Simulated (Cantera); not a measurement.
What does this Cantera script print?

```python
import numpy as np
import cantera as ct

gas_names = """
    CL CL2 H HCL H2 N NH NH2 NH3 N2 N2H2 N2H4 Si SiCL SiCL2 SiCL3 SiCL4 SiH SiHCL3 SiH2 SiH2CL2 SiH3
    SiH3CL SiH4 SiN Si2 Si2N Si3
""".split()
cond_names = """
    NH4CL(a) NH4CL(b) Si(cr) Si(L) Si3N4(a)
""".split()


def load(file, names, dense=False):
    # The tables refer to 1 bar. Condensed volumes are neglected.
    table = {s.name: s for s in ct.Species.list_from_file(file)}
    out = []
    for n in names:
        d = dict(table[n].input_data)
        d["thermo"] = dict(d["thermo"], **{"reference-pressure": 1e5})
        if dense:
            d["equation-of-state"] = {"model": "constant-volume", "density": "1e6 g/cm^3"}
        out.append(ct.Species.from_dict(d))
    return out


gas = ct.Solution(thermo="ideal-gas", species=load("nasa_gas.yaml", gas_names))
cond = {s.name: ct.Solution(thermo="fixed-stoichiometry", species=[s], name=s.name)
        for s in load("nasa_condensed.yaml", cond_names, dense=True)}
atoms = {
    'SiH2Cl2': {'Si': 1, 'H': 2, 'CL': 2},
    'N2': {'N': 2},
}
top_T = {'Si3N4(a)': 2400}  # K; cautious upper limits of use, not melting points


def equilibrate(T, P, feed):
    n = {}
    for name, mol in feed.items():
        for a, k in atoms[name].items():
            n[a] = n.get(a, 0.0) + k * mol
    gas.TPX = T, P, n
    mass = sum(n.values()) * gas.mean_molecular_weight
    gas.equilibrate("TP")
    valid = [c for c in cond.values() if c.min_temp <= T <= top_T.get(c.name, c.max_temp)]
    mix = ct.Mixture([(gas, mass / gas.mean_molecular_weight)] + [(c, 0.0) for c in valid])
    mix.T, mix.P = T, P
    mix.equilibrate("TP", solver="vcs", rtol=1e-11, max_steps=5000)
    return mix


results = []
T = 900  # K
P = 17000  # Pa
for m in [4.3, 5.7, 7.4, 9.7, 13, 17, 22, 28, 37, 48, 63, 82]:
    feed = {'SiH2Cl2': 1, 'N2': m}  # mol
    mix = equilibrate(T, P, feed)
    results.append((T, P, feed, dict(zip(mix.species_names, mix.species_moles))))

top = {s: max(r[3][s] / sum(r[3][g] for g in gas_names) for r in results) for s in gas_names}
cols = sorted((s for s in top if top[s] > 1e-05), key=lambda s: -top[s])[:7]
seen = [c for c in cond_names if any(r[3].get(c, 0) > 1e-12 for r in results)]
print("log10 of partial pressures in bar; condensed amounts in mol")
print(f"{'n(N2)':>10s}" + "".join(f"{s[:9]:>10s}" for s in cols + seen))
for T, P, feed, n in results:
    ng = sum(n[g] for g in gas_names)
    print(f"{feed['N2']:10.4g}" + "".join(f"{np.log10(max(n[s] / ng * P / 1e5, 1e-99)):10.3f}" for s in cols)
          + "".join(f"{n.get(c, 0):10.4g}" for c in seen))
```

It prints:

```
log10 of partial pressures in bar; condensed amounts in mol
     n(N2)        N2       HCL        H2     SiCL4    SiHCL3  Si3N4(a)
       4.3    -0.934    -1.512    -1.817    -2.118    -4.969    0.2503
       5.7    -0.896    -1.593    -1.933    -2.234    -5.121    0.2537
       7.4    -0.869    -1.673    -2.045    -2.347    -5.266    0.2568
       9.7    -0.847    -1.760    -2.166    -2.468    -5.421    0.2601
        13    -0.828    -1.858    -2.302    -2.603    -5.594    0.2635
        17    -0.815    -1.952    -2.430    -2.731    -5.755    0.2667
        22    -0.805    -2.044    -2.555    -2.856    -5.913    0.2697
        28    -0.797    -2.132    -2.674    -2.975    -6.063    0.2725
        37    -0.791    -2.236    -2.814    -3.115    -6.239    0.2757
        48    -0.786    -2.334    -2.946    -3.247    -6.405    0.2786
        63    -0.782    -2.438    -3.085    -3.387    -6.580    0.2815
        82    -0.779    -2.540    -3.222    -3.523    -6.752    0.2843
```

Method: chemical equilibrium by Gibbs-energy minimisation in Cantera with the NASA 1993 tables (ideal gas, pure condensed phases). N2 is the only nitrogen source here; it is nearly inert below about 1500 K, so the nitride shown seldom forms there in practice.
